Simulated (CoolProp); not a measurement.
Model: reference Helmholtz-energy equation of state, Setzmann 1991, in CoolProp.

Problem. Give the vapour pressure (kPa), vapour Z, surface tension (mN/m), liquid viscosity (µPa s) of saturated methane at 162.9, 169.9 K.

Solution. 
```
T (K)  p (kPa)  vapour Z  surface tension (mN/m)  liquid viscosity (µPa s)
-----  -------  --------  ----------------------  ------------------------
162.9     1790     0.736                    3.63                      45.6
169.9     2320     0.679                    2.53                      39.7
```

Viscosity comes from a separate model (Quiñones-Cisneros 2006). Surface tension comes from a separate correlation (Mulero 2012).
